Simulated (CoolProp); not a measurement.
A single-stage vapour-compression cycle with the fluid: evaporating at 232.15 K (dew point), condensing at 285.15 K (bubble point), superheat 2 K, subcooling 0 K, compressor efficiency 0.8, no pressure losses. The same conditions are run with several fluids, on thermodynamics alone (safety and materials aside).

Values from CoolProp's reference Helmholtz-energy equation of state of each fluid (R227EA: Lemmon 2016; R142b: Lemmon 2006; CH3F (R41): Lemmon 2006; R152A: Outcalt 1996; C3F8 (R218): Lemmon 2006; propane: Lemmon 2009).

```tsv
fluid	cooling COP	pressure ratio	discharge temperature (K)	refrigerating effect (kJ/kg)	volumetric capacity (kJ/m³)
R227EA	2.55	9.84	286.0	85.7	232
R142b	2.89	9.84	316.1	177	209
CH3F (R41)	2.49	___	357.0	302	3310
R152A	2.87	8.88	331.7	___	403
C3F8 (R218)	2.20	7.21	285.2	53.3	449
propane	2.78	___	___	___	750
```

### Question
What belongs in the gaps?

### Answer

- CH3F (R41), pressure ratio: 5.04
- R152A, refrigerating effect (kJ/kg): 258
- propane, pressure ratio: 6.33
- propane, discharge temperature (K): 312.1
- propane, refrigerating effect (kJ/kg): 300

The compression ends wet for: C3F8 (R218).
